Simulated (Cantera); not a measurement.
A diamond (100) surface in a fixed gas of H2 with x(CH4) = 0.015, x(H) = 0.01, at 1075 K, 0.270 bar; coverages are run to steady state.

Detailed kinetics in Cantera: the Harris–Goodwin 1993 mechanism for the reconstructed diamond (100) surface.

θ: site fractions in the mechanism's names (c6HH fully hydrogenated, c6H* and c6*H radical sites, c6** diradical, c6HM methylated).

| x(CH3) | growth (µm/h) | θ c6HH | θ c6H* | θ c6*H | θ c6** | θ c6HM |
|---|---|---|---|---|---|---|
| 1e-06 | 0.192 | 0.532 | 0.0260 | 0.426 | 0.0160 | 3.98e-5 |
| 2.1e-06 | 0.404 | 0.532 | 0.0260 | 0.426 | 0.0160 | 8.36e-5 |
| 4.2e-06 | [?] | 0.532 | 0.0259 | 0.426 | 0.0160 | [?] |
| 8.7e-06 | 1.67 | 0.532 | 0.0259 | 0.426 | 0.0160 | 0.000346 |
| 1.8e-05 | 3.46 | 0.531 | 0.0259 | 0.426 | 0.0160 | 0.000716 |
| 3.7e-05 | [?] | 0.531 | 0.0259 | 0.425 | 0.0159 | [?] |
| 7.6e-05 | 14.5 | 0.530 | 0.0258 | 0.424 | 0.0159 | 0.00301 |
| 0.00016 | 30.4 | 0.527 | 0.0257 | 0.422 | 0.0158 | 0.00630 |
| 0.00032 | 60.2 | 0.522 | 0.0255 | 0.418 | 0.0156 | 0.0125 |

Question: Complete the blanks.

Answer: 
- 4.2e-06, growth (µm/h): 0.808
- 4.2e-06, θ c6HM: 0.000167
- 3.7e-05, growth (µm/h): 7.10
- 3.7e-05, θ c6HM: 0.00147
